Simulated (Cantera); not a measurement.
**Si + SF6 + N2 + NF3 (silicon etching in halogen gases)**

Feed: 1 mol Si, 3.3 mol SF6, 0.28 mol N2, 0.83 mol NF3, equilibrated at 1177 °C and 10.0 Torr.

Method: chemical equilibrium by Gibbs-energy minimisation in Cantera with the NASA 1993 tables (ideal gas, pure condensed phases). Candidate condensed phases: S, Si, Si3N4; 29 gas species. The tables' values for SF3, SF5 are old estimates; treat these amounts as uncertain. The numbers say what is thermodynamically allowed, not how fast it happens.

| Item | Value |
|---|---|
| x(F) | 0.285 |
| x(SF4) | 0.247 |
| x(SF6) | 0.223 |
| x(SiF4) | 0.143 |
| x(N2) | 0.0995 |
| x(SF3) | 0.00185 |
| x(SF5) | 0.000837 |
| x(F2) | 0.000230 |
| x(SF2) | 0.000159 |
| gas amount | 6.984 mol |
| log10 activity of S(l) (absent) | -11.20 |
| log10 activity of Si(s) (absent) | -42.36 |
